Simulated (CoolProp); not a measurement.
A single-stage vapour-compression cycle with fluoroethane (R161): evaporating at 237.15 K (dew point), condensing at 283.15 K (bubble point), superheat 5 K, subcooling 8 K, compressor efficiency 0.8, no pressure losses. Each further row changes one setting.

Model: reference Helmholtz-energy equation of state, Wu 2012, in CoolProp.

```
case                              cooling COP  pressure ratio  discharge temperature (K)  refrigerating effect (kJ/kg)  volumetric capacity (kJ/m³)
--------------------------------  -----------  --------------  -------------------------  ----------------------------  ---------------------------
as stated                                 ___            5.51                      330.2                           351                          942
evaporating temperature 242.15 K         4.21            4.42                        ___                           355                         1170
condensing temperature 278.15 K           ___            4.72                        ___                           361                          971
subcooling 13 K                          3.71            5.51                      330.2                           361                          971
superheat 15 K                            ___            5.51                      340.9                           362                          ___
compressor efficiency 0.7                3.15            5.51                      339.8                           351                          942
```

Question: What belongs in the gaps?

Answer: 
- as stated, cooling COP: 3.61
- evaporating temperature 242.15 K, discharge temperature (K): 324.4
- condensing temperature 278.15 K, cooling COP: 4.13
- condensing temperature 278.15 K, discharge temperature (K): 321.9
- superheat 15 K, cooling COP: 3.57
- superheat 15 K, volumetric capacity (kJ/m³): 930
